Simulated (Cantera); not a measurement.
A perfectly stirred reactor is fed with CO : O₂ : H₂O : N₂ = 0.0041 : 0.0023 : 0.00027 : 1 (molar parts), at 3.80 bar; it is held at 1323 K, and followed from long to short residence time.

Model: GRI-Mech 3.0 (53 species, 325 reactions), integrated in Cantera.

Task: Predict: x(CO) at τ = 0.690 s; x(O₂) at τ = 0.690 s; x(H₂O) at τ = 0.690 s; x(H₂) at τ = 0.690 s; x(CO) at τ = 57.0 ms; x(O₂) at τ = 57.0 ms; x(H₂O) at τ = 57.0 ms; x(H₂O₂) at τ = 57.0 ms; x(H₂) at τ = 57.0 ms.

Result: 
```
Property                   Value
----------------------  --------
x(CO) at τ = 0.690 s    0.000223
x(O₂) at τ = 0.690 s    0.000357
x(H₂O) at τ = 0.690 s   0.000263
x(H₂) at τ = 0.690 s     2.68e-6
x(CO) at τ = 57.0 ms    0.000960
x(O₂) at τ = 57.0 ms    0.000720
x(H₂O) at τ = 57.0 ms   0.000255
x(H₂O₂) at τ = 57.0 ms   2.19e-9
x(H₂) at τ = 57.0 ms     6.45e-6
```
